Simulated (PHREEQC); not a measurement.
## Leach liquor: speciation

Make-up at 48 °C: 82 mmol/kgw H2SO4 and 140 mmol/kgw Al2(SO4)3. Closed to the air; pH follows from the charge balance.

All values are PHREEQC results (ion-association model, wateq4f.dat), not measurements.

Each row changes one thing in this solution. No solid was allowed to form.

| case | pH | ionic strength (mol/kgw) | HSO4- (mol/kgw) | SO4-2 (mol/kgw) |
|---|---|---|---|---|
| as made | 1.43 | 0.453 | 0.114 | 0.0604 |
| H2SO4 left out | 3.59 | 0.357 | 0.000974 | 0.0689 |
| Al2(SO4)3 left out | 1.11 | 0.106 | 0.0701 | 0.0119 |
| Al2(SO4)3 replaced by (NH4)2SO4 at the same molality | 1.45 | 0.343 | 0.118 | 0.0605 |
| H2SO4 replaced by CuSO4 at the same molality | 3.67 | 0.481 | 0.00103 | 0.0948 |
| H2SO4 replaced by Na2SO4 at the same molality | 3.71 | 0.495 | 0.00103 | 0.107 |
| temperature from 48 to 15 °C | 1.29 | 0.484 | 0.0953 | 0.0742 |

Species that the database lacks are ignored. Some of these states are supersaturated (in Boehmite (slow to form), Gibbsite (slow to form), for instance). Away from 25 °C the constants follow the database's enthalpies or fits; those with neither stay at their 25 °C values.
